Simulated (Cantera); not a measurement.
A closed system holds: 1 mol Si(CH3)4, 0.12 mol HCl, 700 mol H2, equilibrated at 1775 °C and 0.133 bar.

These are equilibrium values from Cantera (NASA tables, ideal gas, pure condensed phases), not measurements of a reactor. Candidate condensed phases: C, C6H6, C7H8, C8H18, Si, SiC; 109 gas species. Rates play no part.

Base state: H2 0.993, H 0.00611, C2H2 (acetylene) 0.00104, HCl 0.000169, CH4 4.92e-5, Si 3.70e-5 (mole fractions); condensed: C(graphite) + SiC(s).

**Question.** What changes in the equilibrium state with this change: temperature from 1775 °C to 1877 °C?

**Answer.** 
| species | before | after |
|---|---|---|
| H2 | 0.993 | 0.986 |
| H | 0.00611 | 0.0115 |
| C2H2 (acetylene) | 0.00104 | 0.00191 |
| Si | 3.70e-5 | 0.000155 |
| SiC2 | 1.90e-6 | 1.22e-5 |
| SiH | 8.17e-6 | 2.74e-5 |
| SiH2 | 8.97e-6 | 2.12e-5 |
| CH4 | 4.92e-5 | 3.81e-5 |
| HCl | 0.000169 | 0.000167 |
| C(graphite), mol | 1.52 | 0.387 |
| SiC(s), mol | 0.958 | 0.836 |
Gases not in the tables: Si2H6 and higher silanes.
